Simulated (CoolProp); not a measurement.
Model: reference Helmholtz-energy equation of state, Tillner-Roth 1997, in CoolProp.

**Question.** Give the vapour pressure (MPa), surface tension (mN/m), vapour viscosity (µPa s) of saturated CH2F2 (R32) at 227.2, 232.3, 252.9 K.

**Answer.** 
| T (K) | p (MPa) | surface tension (mN/m) | vapour viscosity (µPa s) |
|---|---|---|---|
| 227.2 | 0.134 | 19.5 | 10.1 |
| 232.3 | 0.171 | 18.5 | 10.4 |
| 252.9 | 0.402 | 14.6 | 11.3 |

Viscosity comes from a separate model (Bell 2016), an estimate that may be off by 10 % or more. Surface tension comes from a separate correlation (Mulero 2012).
